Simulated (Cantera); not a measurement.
Feed: 1 mol Si3N4, 0.87 mol C, 0.14 mol H2, held at 2525 K.

These are equilibrium values from Cantera (NASA tables, ideal gas, pure condensed phases), not measurements of a reactor. Candidate condensed phases: C, C6H6, C7H8, C8H18, Si, SiC, Si3N4; 105 gas species. Mutual solubility and eutectic melting of coexisting phases are not modelled. Gases not in the tables: Si2H6 and higher silanes. Equilibrium is a limit: real reactors are often held back by kinetics, nucleation or transport.

Question: What share of the Si ends up in condensed phases as a function of P (Pa), at 1, 7.20, 52, 370, 2700, 19000, 140000, 1000000?

Answer: 
| P (Pa) | Si condensed (%) | as |
|---|---|---|
| 1 | 0.0 | - |
| 7.20 | 0.0 | - |
| 52 | 0.0 | - |
| 370 | 0.0 | - |
| 2700 | 70.2 | Si(l) + SiC(s) |
| 19000 | 96.6 | Si(l) + SiC(s) |
| 140000 | 99.5 | Si(l) + SiC(s) |
| 1000000 | 99.9 | Si(l) + SiC(s) |
